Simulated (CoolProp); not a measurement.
Carbon dioxide along the isotherm -25.85 °C: density (kg/m³) from the reference equation and from simpler models built on Tc = 31.0 °C, pc = 73.77 bar, ω = 0.224; each cubic takes its own stable root.

Model: reference Helmholtz-energy equation of state, Span 1996, in CoolProp.

```csv
p (bar),phase,reference
0.117,gas,0.2507
0.171,gas,0.3666
0.251,gas,0.5385
0.369,gas,0.7925
0.541,gas,1.164
0.795,gas,1.714
1.17,gas,2.532
1.71,gas,3.719
2.51,gas,5.502
3.69,gas,8.184
5.41,gas,12.21
7.95,gas,18.46
11.7,gas,28.46
17.1,liquid,1058
25.1,liquid,1061
36.9,liquid,1066
```

Task: How far does each simpler model (Soave-Redlich-Kwong, Peng-Robinson) lie from the reference over these 16 states: mean and median of the absolute difference, and the worst?

Result: 
- Soave-Redlich-Kwong: mean 1.9 %, median 0.1 %, worst -9.6 % at -25.85 °C and 17.1 bar
- Peng-Robinson: mean 0.5 %, median 0.1 %, worst +2.9 % at -25.85 °C and 36.9 bar
